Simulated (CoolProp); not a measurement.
Computed with CoolProp (reference Helmholtz-energy equation of state, Span 1996).

For carbon dioxide, give the phase and the density (kg/m³), cp (kJ/(kg K)), cv (kJ/(kg K)), speed of sound (m/s) at 71.35 °C and 9190 kPa; 88.05 °C and 9190 kPa; 205.45 °C and 9190 kPa.


- 71.35 °C and 9190 kPa: supercritical; density 212, cp 1.91, cv 0.867, speed of sound 245
- 88.05 °C and 9190 kPa: supercritical; density 183, cp 1.57, cv 0.839, speed of sound 260
- 205.45 °C and 9190 kPa: supercritical; density 110, cp 1.16, cv 0.843, speed of sound 328
